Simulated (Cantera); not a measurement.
An adiabatic, constant-pressure homogeneous reactor starts with CH4 : O2 : N2 = 1 : 4.55 : 17.1 (molar parts), equivalence ratio 0.44, at 1300 K and 5.00 bar.

Computed with Cantera and GRI-Mech 3.0 (53 species, 325 reactions).

Problem. Predict: time of steepest temperature rise; temperature at 0.200 s; equilibrium temperature; x(O2) at 0.200 s; x(H2) at 0.200 s; x(HO2) at 0.200 s.

Solution. 
```json
{
  "time_of_steepest_temperature_rise": "1.99 ms",
  "temperature at 0.200 s": "2200 K",
  "equilibrium_temperature": "2197 K",
  "x(O2) at 0.200 s": "0.108 (gas-phase equilibrium 0.107)",
  "x(H2) at 0.200 s": "0.000135 (gas-phase equilibrium 0.000134)",
  "x(HO2) at 0.200 s": "4.99e-6 (gas-phase equilibrium 4.93e-6)"
}
```
